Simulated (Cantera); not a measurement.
Charge: 1 mol AlCl3, 2.8 mol N2O, 73 mol N2, at 15.8 Torr.

Method: chemical equilibrium by Gibbs-energy minimisation in Cantera with the NASA 1993 tables (ideal gas, pure condensed phases). Candidate condensed phases: Al, AlCl3, AlN, Al2O3; 24 gas species. Kinetics and transport are ignored. All values below are at 1648 K.

Base state: N2 0.955, Cl 0.0353, O2 0.00793, Cl2 0.00125, NO 0.000506, O 1.56e-5, AlCl3 1.01e-5 (mole fractions); condensed: Al2O3(s).

What changes in the equilibrium state with this change: pressure from 15.8 Torr to 5.63 Torr?


| species | before | after |
|---|---|---|
| N2 | 0.955 | 0.954 |
| Cl | 0.0353 | 0.0368 |
| O2 | 0.00793 | 0.00792 |
| Cl2 | 0.00125 | 0.000484 |
| AlCl3 | 1.01e-5 | 3.18e-6 |
| O | 1.56e-5 | 2.60e-5 |
| NO | 0.000506 | 0.000505 |
| Al2O3(s), mol | 0.500 | 0.500 |
